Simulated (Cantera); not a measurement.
A freely propagating, adiabatic, planar premixed flame of H2 : O2 : N2 = 1 : 0.562 : 2.11 (molar parts), equivalence ratio 0.89, unburnt at 598 K and 0.424 atm; mixture-averaged transport, grid criteria slope 0.08 and curve 0.16, no radiation.

Model: the H2/O2 subset of GRI-Mech 3.0, which has no nitrogen chemistry, integrated in Cantera. Burning velocities carry a grid error of a few per cent, more on coarse grids.

Problem. Predict: laminar burning velocity; thermal thickness; peak x(H); peak x(OH); peak x(H2O2).

Solution. 
```json
{
 "laminar_burning_velocity": "643 cm/s",
 "thermal_thickness": "1.41 mm",
 "peak x(H)": "0.0629",
 "peak x(OH)": "0.0189",
 "peak x(H2O2)": "5.53e-6"
}
```
